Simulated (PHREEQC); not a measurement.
A column of 0.2 m (40 cells, dispersivity 0.016 m, 720 s a shift, diffusion coefficient 3e-10 m²/s) holds 0.0014 eq of the database's cation exchanger X per kg of pore water, first in equilibrium with 4.4 mmol/kgw KCl, 5.8 mmol/kgw (NH4)2SO4 and 0.01 mmol/kgw HCl. It is flushed with 0.00054 mol KBr, 0.0016 mol Na2SO4 and 1e-05 mol HCl per kg of water, at 15 °C. Values are for the last cell. The system is closed to CO2. Nothing may precipitate in this run.

The series has 31 steps of pore volumes, from 0 to 3.013.

Computed with PHREEQC (ion-association model, phreeqc.dat).

Question: After how many pore volumes does Na at the outlet first reach half of its feed value?

Answer: By 1.0 pore volumes.

Question: After how many pore volumes does Br at the outlet first reach half of its feed value?

Answer: By 1.0 pore volumes.
